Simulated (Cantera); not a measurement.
A Cantera script and its output.

```python
import numpy as np
import cantera as ct

gas = ct.Solution("gri30.yaml")


def delay(T, t_max=10):
    gas.TPX = T, 101325, {'CH4': 1, 'CO': 0.24, 'O2': 0.964, 'N2': 3.62, 'H2O': 0.57}
    reactor = ct.IdealGasConstPressureReactor(gas, clone=False)
    net = ct.ReactorNet([reactor])
    net.rtol, net.atol = 1e-8, 1e-16
    while net.time < t_max:
        t_old, T_old = net.time, reactor.T
        net.step()
        if reactor.T > T + 400:  # ignition: a rise of 400 K
            return t_old + (T + 400 - T_old) / (reactor.T - T_old) * (net.time - t_old)
    return np.nan


taus = []
for T in [1050, 1150, 1250, 1350, 1450, 1550, 1650, 1750, 1850]:
    taus.append(delay(T))
    print(f"T0 = {T:6g} K   tau = {taus[-1]:.4e} s")
```

It prints:

```
T0 =   1050 K   tau = 1.3449e+00 s
T0 =   1150 K   tau = 2.5194e-01 s
T0 =   1250 K   tau = 5.6169e-02 s
T0 =   1350 K   tau = 1.4196e-02 s
T0 =   1450 K   tau = 4.0000e-03 s
T0 =   1550 K   tau = 1.2741e-03 s
T0 =   1650 K   tau = 4.6962e-04 s
T0 =   1750 K   tau = 2.0209e-04 s
T0 =   1850 K   tau = 1.0002e-04 s
```

Cantera simulation using GRI-Mech 3.0 (53 species, 325 reactions); the numbers are that mechanism's predictions, not measurements.
